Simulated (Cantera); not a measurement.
Reactions in the system Cl-H-Li

Standard-state values (1 bar) from the NASA 1993 polynomials, evaluated with Cantera. Values are per mole of reaction as written; species without (g) are pure solids or liquids, kept so even where they would boil at 1 bar.

HCl(g) + Li → H(g) + LiCl(g)

```csv
T (K),ΔH° (kJ),ΔS° (J/K),ΔG° (kJ),log10 K
673,110.9,103.7,41.1,-3.19
698,110.9,103.6,38.5,-2.88
723,110.8,103.6,36.0,-2.60
748,110.8,103.5,33.4,-2.33
773,110.8,103.5,30.8,-2.08
798,110.7,103.4,28.2,-1.85
823,110.7,103.4,25.6,-1.63
848,110.6,103.3,23.0,-1.42
873,110.6,103.3,20.4,-1.22
898,110.5,103.2,17.9,-1.04
923,110.5,103.1,15.3,-0.86
```
